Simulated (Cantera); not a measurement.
Feed: 1 mol CCl₄, 3.7 mol H₂, equilibrated at 19000 Pa.

Equilibrium computed with Cantera from the NASA thermochemical tables; the gas is ideal and each condensed phase is pure. Candidate condensed phases: C, C₆H₆, C₇H₈, C₈H₁₈; 91 gas species. The tables' values for CCl are old estimates; treat these amounts as uncertain. Rates play no part.

log p: log10 of the partial pressure in bar; n: condensed amount in mol.

| T (K) | log p HCl | log p H | log p H₂ | log p Cl | log p CH₄ | log p C₃ | log p C₂H₂ (acetylene) | n C(graphite) |
|---|---|---|---|---|---|---|---|---|
| 750 | -0.86 | <-12 | -1.34 | -12.66 | -2.18 | <-12 | <-12 | (withheld) |
| 950 | -0.87 | -9.88 | -1.25 | -9.52 | -3.28 | <-12 | -10.82 | 0.984 |
| 1150 | -0.87 | -7.75 | -1.25 | -7.43 | -4.13 | <-12 | -8.66 | 0.998 |
| 1350 | -0.88 | -6.25 | -1.25 | -5.95 | -4.73 | <-12 | -7.15 | 0.999 |
| 1550 | -0.88 | -5.13 | -1.25 | -4.85 | -5.19 | <-12 | -6.04 | 1.000 |
| 1750 | -0.88 | -4.26 | -1.25 | -4.00 | -5.53 | <-12 | -5.19 | 1.000 |
| 1950 | -0.88 | -3.56 | -1.25 | -3.32 | -5.81 | -11.11 | -4.51 | 0.998 |
| 2150 | -0.88 | -3.00 | -1.25 | -2.77 | -6.03 | -9.07 | -3.96 | 0.993 |
| 2350 | -0.90 | -2.53 | -1.25 | -2.32 | -6.21 | -7.38 | -3.51 | 0.980 |
| 2550 | -0.94 | -2.14 | -1.26 | -1.96 | -6.38 | -5.97 | -3.14 | 0.951 |
| 2750 | -1.00 | -1.81 | -1.28 | -1.68 | -6.54 | -4.77 | -2.83 | 0.891 |
| 2950 | -1.11 | -1.54 | -1.33 | -1.48 | -6.75 | -3.74 | -2.60 | (withheld) |
| 3150 | -1.27 | -1.33 | -1.43 | -1.34 | -7.03 | -2.85 | -2.46 | (withheld) |
| 3350 | -1.49 | -1.17 | -1.57 | -1.27 | -7.52 | -2.44 | -2.64 | (withheld) |

Problem. Complete the blanks.

Solution. 
- 750, n C(graphite): 0.809
- 2950, n C(graphite): 0.764
- 3150, n C(graphite): 0.403
- 3350, n C(graphite): 0
